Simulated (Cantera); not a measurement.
Charge: 1 mol Al, 0.46 mol Cl2, equilibrated at 650 °C and 133 Pa.

Equilibrium computed with Cantera from the NASA thermochemical tables; the gas is ideal and each condensed phase is pure. The tables' values for AlCl2 are old estimates; treat these amounts as uncertain. Kinetics and transport are ignored.

| species | before | after |
|---|---|---|
| AlCl3 | 0.867 | 0.986 |
| AlCl | 0.114 | 0.00735 |
| Al2Cl6 | 0.000319 | 0.00433 |
| AlCl2 | 0.0186 | 0.00243 |
| Al(s), mol | 0.666 | 0.692 |
Gas species are given as mole fractions.

### Question
Which change was made?
A) Cl2 from 0.46 to 4.3 mol
B) temperature from 650 °C to 527 °C
C) Cl2 from 0.46 to 1.6 mol
D) Cl2 from 0.46 to 7 mol

### Answer
B, temperature from 650 °C to 527 °C
